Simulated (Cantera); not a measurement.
A closed system holds: 1 mol Cu2O, 1.4 mol CH4, 3 mol CO, equilibrated at 1773.15 K.

Cantera equilibrium calculation (NASA polynomials, part measured and part estimated; ideal gas, pure solids and liquids). Candidate condensed phases: C, C6H6, C7H8, C8H18, Cu, CuO, Cu(OH)2, Cu2O, H2O; 113 gas species. Kinetics and transport are ignored.

Question: Which condensed phases are stable at each of these points (P (Pa)): 10, 52, 270, 1400, 7200, 37000, 190000, 1000000?

Answer: 
```csv
P (Pa),condensed phases,Cu condensed (%)
10,C(graphite),0.0
52,C(graphite),0.0
270,C(graphite) + Cu(l),41.4
1400,C(graphite) + Cu(l),90.1
7200,C(graphite) + Cu(l),98.1
37000,C(graphite) + Cu(l),99.6
190000,C(graphite) + Cu(l),99.9
1000000,C(graphite) + Cu(l),100.0
```

From 10.0 Pa to 52.0 Pa the condensed part is C(graphite). From 2.70 mbar to 10.0 bar the condensed part is C(graphite) + Cu(l).
